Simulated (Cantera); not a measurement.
A Cantera script and what it prints.

```python
import numpy as np
import cantera as ct

gas_names = """
    CL CL2 H HCL H2 N NH NH2 NH3 N2 N2H2 N2H4 Si SiCL SiCL2 SiCL3 SiCL4 SiH SiHCL3 SiH2 SiH2CL2 SiH3
    SiH3CL SiH4 SiN Si2 Si2N Si3
""".split()
cond_names = """
    NH4CL(a) NH4CL(b) Si(cr) Si(L) Si3N4(a)
""".split()


# ... load() reads the species with a 1 bar reference pressure and builds the phases ...
atoms = {
    'SiHCl3': {'Si': 1, 'H': 1, 'CL': 3},
    'Cl2': {'CL': 2},
    'N2': {'N': 2},
    'HCl': {'H': 1, 'CL': 1},
}
top_T = {'Si3N4(a)': 2400}  # K; cautious upper limits of use, not melting points


# ... equilibrate(T, P, feed) seeds the gas with the atoms and calls Mixture.equilibrate('TP', solver="vcs", rtol=1e-11, max_steps=5000) ...
results = []
feed = {'SiHCl3': 1, 'Cl2': 0.32, 'N2': 16, 'HCl': 2.3}  # mol
P = 1333.22  # Pa
for T in [873, 923, 973, 1023, 1073, 1123, 1173, 1223, 1273, 1323, 1373, 1423, 1473, 1523]:
    mix = equilibrate(T, P, feed)
    results.append((T, P, feed, dict(zip(mix.species_names, mix.species_moles))))

top = {s: max(r[3][s] / sum(r[3][g] for g in gas_names) for r in results) for s in gas_names}
cols = sorted((s for s in top if top[s] > 1e-05), key=lambda s: -top[s])[:5]
seen = [c for c in cond_names if any(r[3].get(c, 0) > 1e-12 for r in results)]
print("log10 of partial pressures in bar; condensed amounts in mol")
print(f"{'T/K':>10s}" + "".join(f"{s[:9]:>10s}" for s in cols + seen))
for T, P, feed, n in results:
    ng = sum(n[g] for g in gas_names)
    print(f"{T:10.4g}" + "".join(f"{np.log10(max(n[s] / ng * P / 1e5, 1e-99)):10.3f}" for s in cols)
          + "".join(f"{n.get(c, 0):10.4g}" for c in seen))
```

Output:

```
log10 of partial pressures in bar; condensed amounts in mol
       T/K        N2       HCL     SiCL4        H2     SiCL2  Si3N4(a)
       873    -1.966    -2.803    -3.212    -3.478    -9.799   0.03145
       923    -1.966    -2.792    -3.220    -3.506    -8.885   0.03663
       973    -1.967    -2.782    -3.227    -3.533    -8.067   0.04104
      1023    -1.967    -2.774    -3.233    -3.557    -7.330   0.04478
      1073    -1.967    -2.767    -3.239    -3.579    -6.663   0.04784
      1123    -1.968    -2.762    -3.246    -3.599    -6.058   0.05008
      1173    -1.968    -2.757    -3.255    -3.617    -5.506   0.05106
      1223    -1.968    -2.753    -3.269    -3.632    -5.004   0.04971
      1273    -1.969    -2.752    -3.293    -3.643    -4.548   0.04379
      1323    -1.970    -2.753    -3.337    -3.648    -4.138   0.02911
      1373    -1.971    -2.758    -3.417    -3.643    -3.781         0
      1423    -1.973    -2.731    -3.503    -3.777    -3.663         0
      1473    -1.975    -2.710    -3.589    -3.931    -3.581         0
      1523    -1.976    -2.694    -3.668    -4.105    -3.525         0
```

These are equilibrium values from Cantera (NASA tables, ideal gas, pure condensed phases), not measurements of a reactor. N2 is the only nitrogen source here; it is nearly inert below about 1500 K, so the nitride shown seldom forms there in practice. The tables' values for SiCl3 are old estimates; treat these amounts as uncertain.
